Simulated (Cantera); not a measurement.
**CaO + HBr + O2 (oxide etching and cleaning by halides)**

Input: 1 mol CaO, 23 mol HBr, 8.6 mol O2, equilibrated at 1775 K.

These are equilibrium values from Cantera (NASA tables, ideal gas, pure condensed phases), not measurements of a reactor. Candidate condensed phases: Br2, Ca, CaBr2, CaO, Ca(OH)2, H2O; 19 gas species. Rates play no part.

```tsv
P (Pa)	x Br	x H2O	x HBr	x O2	x Br2	x CaBr2	x OH	x H2	x H	n CaO(s)
1	0.581	0.270	0.0171	0.0826	3.15e-6	0.00415	0.0137	0.0126	0.0103	0.841
3.60	0.576	0.282	0.0237	0.0854	1.12e-5	0.00761	0.0102	0.00683	0.00399	0.715
13	0.563	0.287	0.0317	0.0906	3.84e-5	0.0134	0.00760	0.00355	0.00151	0.503
46	0.541	0.288	0.0411	0.0981	0.000126	0.0224	0.00567	0.00182	0.000576	0.178
170	0.522	0.286	0.0539	0.105	0.000433	0.0275	0.00414	0.000912	0.000212	0
600	0.507	0.280	0.0703	0.109	0.00144	0.0276	0.00302	0.000466	8.06e-5	0
2200	0.485	0.274	0.0906	0.115	0.00483	0.0279	0.00219	0.000231	2.97e-5	0
7700	0.452	0.268	0.113	0.123	0.0147	0.0283	0.00161	0.000117	1.13e-5	0
28000	0.396	0.268	0.134	0.131	0.0410	0.0291	0.00118	5.95e-5	4.22e-6	0
100000	0.313	0.278	0.146	0.139	0.0916	0.0306	0.000890	3.18e-5	1.63e-6	0
```
x: gas mole fraction; n: condensed amount in mol.

From 1.00 Pa to 46.0 Pa the condensed part is CaO(s). From 1.70 mbar to 1.00 bar nothing is condensed. The main Ca-bearing gas is CaBr2 throughout.
